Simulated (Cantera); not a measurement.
Mixture: CH4 : O2 : N2 = 1 : 4.17 : 15.7 (molar parts), equivalence ratio 0.48, at 390000 Pa, adiabatic and at constant volume. Ignition delay is the time to a rise of 400 K.

Model: GRI-Mech 3.0 (53 species, 325 reactions), integrated in Cantera.

What does this change do: N2 15.7 to 27 parts?


```tsv
quantity	before	after
delay at 1050 K	76.1 ms	0.123 s
delay at 1200 K	8.71 ms	14.4 ms
delay at 1350 K	1.39 ms	2.31 ms
delay at 1500 K	0.299 ms	0.472 ms
delay at 1650 K	84.8 µs	0.126 ms
apparent activation energy between 1500 and 1650 K	170 kJ/mol	180 kJ/mol
```
